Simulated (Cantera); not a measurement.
A closed system holds: 1 mol PbO, 900 mol H2, at 650 K and 101000 Pa.

Method: chemical equilibrium by Gibbs-energy minimisation in Cantera with the NASA 1993 tables (ideal gas, pure condensed phases). Candidate condensed phases: H2O, Pb, PbO, PbO2, Pb3O4; 12 gas species. Kinetics and transport are ignored.

Base state: H2 0.999, H2O 0.00111 (mole fractions); condensed: Pb(l).

Q: What changes in the equilibrium state with this change: temperature from 650 K to 2148.15 K?

A: 
| species | before | after |
|---|---|---|
| H2 | 0.999 | 0.994 |
| H | <1e-9 | 0.00413 |
| Pb | <1e-9 | 0.00111 |
| H2O | 0.00111 | 0.00111 |
| Pb(l), mol | 1.00 | 0 |

Q: What changes in the equilibrium state with this change: PbO replaced by CuO?

A: 
```json
[
 {"species": "H2", "before": "0.999", "after": "0.999"},
 {"species": "H2O", "before": "0.00111", "after": "0.00111"},
 {"species": "Pb(l), mol", "before": "1.00", "after": "0"},
 {"species": "Cu(s), mol", "before": "0", "after": "1.00"}
]
```
Further candidate phases: Cu, CuO, Cu(OH)2, Cu2O.
